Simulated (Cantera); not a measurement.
**Metals in furnace atmospheres: Pb + H2S + N2**

Charge: 1 mol Pb, 0.14 mol H2S, a varied amount of N2, at 1252 °C and 450 Pa.

Cantera equilibrium calculation (NASA polynomials, part measured and part estimated; ideal gas, pure solids and liquids). Candidate condensed phases: Pb, PbS, S; 18 gas species. Rates play no part.

| n(N2) (mol) | x N2 | x Pb | x H2 | x PbS | x S2 | x H |
|---|---|---|---|---|---|---|
| 8.9 | 0.886 | 0.0860 | 0.0139 | 0.0136 | 0.000138 | 4.15e-5 |
| 12 | 0.913 | 0.0658 | 0.0106 | 0.0103 | 0.000136 | 3.63e-5 |
| 15 | 0.929 | 0.0536 | 0.00863 | 0.00835 | 0.000134 | 3.28e-5 |
| 20 | 0.946 | 0.0410 | 0.00658 | 0.00632 | 0.000131 | 2.86e-5 |
| 27 | 0.959 | 0.0308 | 0.00494 | 0.00468 | 0.000127 | 2.48e-5 |
| 35 | 0.968 | 0.0241 | 0.00385 | 0.00360 | 0.000123 | 2.19e-5 |
| 47 | 0.976 | 0.0181 | 0.00289 | 0.00265 | 0.000118 | 1.89e-5 |
| 62 | 0.982 | 0.0139 | 0.00220 | 0.00197 | 0.000112 | 1.65e-5 |
| 81 | 0.986 | 0.0107 | 0.00169 | 0.00147 | 0.000105 | 1.45e-5 |
| 110 | 0.990 | 0.00795 | 0.00125 | 0.00105 | 9.64e-5 | 1.25e-5 |
| 140 | 0.992 | 0.00629 | 0.000982 | 0.000799 | 8.91e-5 | 1.10e-5 |
x: gas mole fraction; nothing condenses.

From 8.9 mol N2 to 140 mol N2 nothing is condensed. The main Pb-bearing gas is Pb throughout.
